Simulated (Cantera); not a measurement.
A perfectly stirred reactor is fed with 17.9 % H2, 17.2 % O2, 64.9 % N2, equivalence ratio 0.52, at 1.00 bar; it is adiabatic with a 675 K inlet, and is followed from long to short residence time, starting on the burning branch (τ in s: 0.11, 0.057, 0.029, 0.014, 0.0072, 0.0036, 0.0018, 0.00091, 0.00046, 0.00023, 0.00011, 5.8e-05, 2.9e-05).

Computed with Cantera and the H2/O2 subset of GRI-Mech 3.0, which has no nitrogen chemistry.

x: mole fraction; the columns are a selection and need not sum to one.

```csv
τ (s),T (K),x H2,x O2,x H2O2,x H,x H2O,x OH
0.11,1989,0.000290,0.0901,1.16e-7,4.01e-5,0.195,0.00274
0.057,1986,___,0.0900,1.25e-7,___,0.195,___
0.029,1982,0.000543,0.0899,1.43e-7,9.95e-5,0.194,0.00364
0.014,1974,0.000835,0.0897,1.74e-7,0.000190,0.193,0.00445
0.0072,1963,0.00126,0.0894,2.15e-7,0.000356,0.192,0.00539
0.0036,1946,0.00195,0.0891,2.76e-7,0.000692,0.190,0.00654
0.0018,1922,___,0.0888,___,___,0.188,___
0.00091,1887,0.00442,0.0886,4.73e-7,0.00249,0.185,0.00907
0.00046,1839,0.00639,0.0885,6.45e-7,0.00448,0.181,0.0101
0.00023,1773,0.00899,0.0889,9.35e-7,0.00774,0.175,0.0108
0.00011,1682,0.0126,0.0900,1.51e-6,0.0129,0.168,0.0107
5.8e-5,1586,0.0170,0.0924,2.47e-6,0.0187,0.159,0.01000
2.9e-5,1462,0.0260,0.0980,4.47e-6,0.0252,0.146,0.00845
```

Task: What belongs in the gaps?

Result: 
- 0.057, x H2: 0.000382
- 0.057, x H: 5.93e-5
- 0.057, x OH: 0.00310
- 0.0018, x H2: 0.00297
- 0.0018, x H2O2: 3.58e-7
- 0.0018, x H: 0.00134
- 0.0018, x OH: 0.00781
